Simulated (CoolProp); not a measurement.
Vapour-liquid equilibrium of n-butane (1) + cis-2-butene (2) at 20.15 °C; x and y are mole fractions of (1).

The numbers come from the multi-fluid Helmholtz-energy mixture model, Bücker 2006 and Lemmon 2005; pair parameters Bell 2016 in CoolProp.

| x | bubble pressure, mixture model (MPa) | bubble pressure, Raoult's law (MPa) | y, mixture model | y, Raoult's law |
|---|---|---|---|---|
| 0.05 | 0.1846 | 0.1835 | 0.061 | 0.057 |
| 0.125 | [?] | 0.1855 | 0.147 | 0.141 |
| 0.2 | 0.1906 | 0.1875 | 0.229 | 0.223 |
| 0.275 | 0.1932 | 0.1895 | 0.307 | 0.303 |
| 0.35 | 0.1955 | 0.1915 | 0.383 | 0.381 |
| 0.425 | 0.1976 | 0.1935 | 0.457 | 0.458 |
| 0.5 | 0.1994 | 0.1954 | 0.529 | 0.534 |
| 0.575 | 0.2011 | 0.1974 | 0.600 | 0.608 |
| 0.65 | 0.2027 | 0.1994 | 0.671 | 0.680 |
| 0.725 | [?] | 0.2014 | 0.742 | 0.751 |
| 0.8 | 0.2055 | 0.2034 | 0.813 | 0.821 |
| 0.875 | 0.2067 | 0.2054 | 0.883 | 0.889 |
| 0.95 | [?] | 0.2073 | 0.953 | 0.956 |

**Question.** Some entries are withheld; supply them.

**Answer.** 
- 0.125, bubble pressure, mixture model (MPa): 0.1878
- 0.725, bubble pressure, mixture model (MPa): 0.2041
- 0.95, bubble pressure, mixture model (MPa): 0.2079

The largest gap from Raoult's law is +2.1 % in bubble pressure, at x = 0.425. No azeotrope shows between x = 0.05 and 0.95.

The pair parameters rest on a limited set of measurements; away from them the model extrapolates.
